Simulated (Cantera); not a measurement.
Input (Python, Cantera) and output of one run.

```python
import numpy as np
import cantera as ct

gas_names = """
    CL CL2 H HCL H2 Si SiCL SiCL2 SiCL3 SiCL4 SiH SiHCL3 SiH2 SiH2CL2 SiH3 SiH3CL SiH4 Si2 Si3
""".split()
cond_names = """
    Si(cr) Si(L)
""".split()


# ... load() reads the species with a 1 bar reference pressure and builds the phases ...
atoms = {
    'Si': {'Si': 1},
    'Cl2': {'CL': 2},
    'H2': {'H': 2},
}
top_T = {}  # K; cautious upper limits of use, not melting points


# ... equilibrate(T, P, feed) seeds the gas with the atoms and calls Mixture.equilibrate('TP', solver="vcs", rtol=1e-11, max_steps=5000) ...
results = []
feed = {'Si': 1, 'Cl2': 0.53, 'H2': 14}  # mol
P = 1900000  # Pa
for T in [598, 698, 798, 898, 998, 1098, 1198, 1298, 1398, 1498, 1598, 1698]:
    mix = equilibrate(T, P, feed)
    results.append((T, P, feed, dict(zip(mix.species_names, mix.species_moles))))
    x = sorted(zip(gas.X, gas.species_names), reverse=True)
    print(f"T = {T:g} K  P = {P:g} Pa  gas = {mix.phase_moles(0):.4g} mol")
    print("   x: " + "  ".join(f"{s} {v:.3e}" for v, s in x if v > 1e-06))
    print("   condensed (mol): " + ("  ".join(f"{mix.phase(i).name} {mix.phase_moles(i):.4g}"
          for i in range(1, mix.n_phases) if mix.phase_moles(i) > 1e-12) or "none"))
```

It prints:

```
T = 598 K  P = 1.9e+06 Pa  gas = 14.19 mol
   x: H2 9.760e-01  SiHCL3 1.609e-02  SiCL4 5.389e-03  SiH2CL2 2.393e-03  SiH3CL 6.932e-05  HCL 8.571e-06  SiH4 1.028e-06
   condensed (mol): Si(cr) 0.6602
T = 698 K  P = 1.9e+06 Pa  gas = 14.19 mol
   x: H2 9.759e-01  SiHCL3 1.556e-02  SiCL4 5.530e-03  SiH2CL2 2.866e-03  SiH3CL 1.131e-04  HCL 6.852e-05  SiH4 2.155e-06
   condensed (mol): Si(cr) 0.6585
T = 798 K  P = 1.9e+06 Pa  gas = 14.19 mol
   x: H2 9.756e-01  SiHCL3 1.506e-02  SiCL4 5.647e-03  SiH2CL2 3.232e-03  HCL 3.223e-04  SiH3CL 1.597e-04  SiH4 3.652e-06  SiCL3 2.326e-06
   condensed (mol): Si(cr) 0.6581
T = 898 K  P = 1.9e+06 Pa  gas = 14.19 mol
   x: H2 9.750e-01  SiHCL3 1.453e-02  SiCL4 5.698e-03  SiH2CL2 3.503e-03  HCL 1.064e-03  SiH3CL 2.059e-04  SiCL3 1.360e-05  SiH4 5.423e-06  SiCL2 1.571e-06
   condensed (mol): Si(cr) 0.6601
T = 998 K  P = 1.9e+06 Pa  gas = 14.2 mol
   x: H2 9.738e-01  SiHCL3 1.387e-02  SiCL4 5.626e-03  SiH2CL2 3.681e-03  HCL 2.738e-03  SiH3CL 2.492e-04  SiCL3 5.468e-05  SiCL2 1.303e-05  SiH4 7.374e-06
   condensed (mol): Si(cr) 0.6663
T = 1098 K  P = 1.9e+06 Pa  gas = 14.21 mol
   x: H2 9.716e-01  SiHCL3 1.296e-02  HCL 5.848e-03  SiCL4 5.360e-03  SiH2CL2 3.748e-03  SiH3CL 2.872e-04  SiCL3 1.650e-04  SiCL2 7.144e-05  SiH4 9.429e-06
   condensed (mol): Si(cr) 0.6788
T = 1198 K  P = 1.9e+06 Pa  gas = 14.24 mol
   x: H2 9.681e-01  SiHCL3 1.165e-02  HCL 1.079e-02  SiCL4 4.827e-03  SiH2CL2 3.675e-03  SiCL3 3.931e-04  SiH3CL 3.170e-04  SiCL2 2.831e-04  SiH4 1.152e-05
   condensed (mol): Si(cr) 0.6988
T = 1298 K  P = 1.9e+06 Pa  gas = 14.27 mol
   x: H2 9.632e-01  HCL 1.760e-02  SiHCL3 9.847e-03  SiCL4 3.988e-03  SiH2CL2 3.425e-03  SiCL2 8.562e-04  SiCL3 7.558e-04  SiH3CL 3.347e-04  SiH4 1.360e-05
   condensed (mol): Si(cr) 0.7256
T = 1398 K  P = 1.9e+06 Pa  gas = 14.32 mol
   x: H2 9.572e-01  HCL 2.571e-02  SiHCL3 7.593e-03  SiH2CL2 2.982e-03  SiCL4 2.905e-03  SiCL2 2.034e-03  SiCL3 1.176e-03  SiH3CL 3.367e-04  SiH4 1.562e-05  H 1.062e-06
   condensed (mol): Si(cr) 0.7559
T = 1498 K  P = 1.9e+06 Pa  gas = 14.38 mol
   x: H2 9.512e-01  HCL 3.382e-02  SiHCL3 5.178e-03  SiCL2 3.855e-03  SiH2CL2 2.380e-03  SiCL4 1.790e-03  SiCL3 1.470e-03  SiH3CL 3.208e-04  SiH4 1.760e-05  H 3.845e-06  SiH2 1.388e-06
   condensed (mol): Si(cr) 0.7841
T = 1598 K  P = 1.9e+06 Pa  gas = 14.43 mol
   x: H2 9.461e-01  HCL 4.041e-02  SiCL2 5.943e-03  SiHCL3 3.088e-03  SiH2CL2 1.731e-03  SiCL3 1.486e-03  SiCL4 9.191e-04  SiH3CL 2.897e-04  SiH4 1.956e-05  H 1.188e-05  SiH2 4.630e-06
   condensed (mol): Si(cr) 0.8054
T = 1698 K  P = 1.9e+06 Pa  gas = 14.47 mol
   x: H2 9.426e-01  HCL 4.492e-02  SiCL2 7.693e-03  SiHCL3 1.651e-03  SiCL3 1.261e-03  SiH2CL2 1.161e-03  SiCL4 4.089e-04  SiH3CL 2.479e-04  H 3.221e-05  SiH4 2.118e-05  SiH2 1.317e-05  CL 1.194e-06  SiCL 1.146e-06
   condensed (mol): Si(L) 0.8197
```

Method: chemical equilibrium by Gibbs-energy minimisation in Cantera with the NASA 1993 tables (ideal gas, pure condensed phases). The tables' values for SiCl3 are old estimates; treat these amounts as uncertain. Gases not in the tables: Si2H6 and higher silanes.
